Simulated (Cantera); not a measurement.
Feed: 1 mol MgO, 1.1 mol C, 0.67 mol CO, at 727 °C and 53.3 Torr.

Cantera equilibrium calculation (NASA polynomials, part measured and part estimated; ideal gas, pure solids and liquids). Kinetics and transport are ignored.

| species | before | after |
|---|---|---|
| CO | 0.963 | 0.991 |
| CO2 | 0.0373 | 0.00947 |
| C(graphite), mol | 1.12 | 1.11 |
| MgO(s), mol | 1.00 | 1.00 |
Gas species are given as mole fractions.

Task: Which change was made?
(A) temperature from 727 °C to 1302 °C
(B) temperature from 727 °C to 802 °C
(C) temperature from 727 °C to 1575 °C
(D) pressure from 53.3 Torr to 1 atm

Result: B, temperature from 727 °C to 802 °C
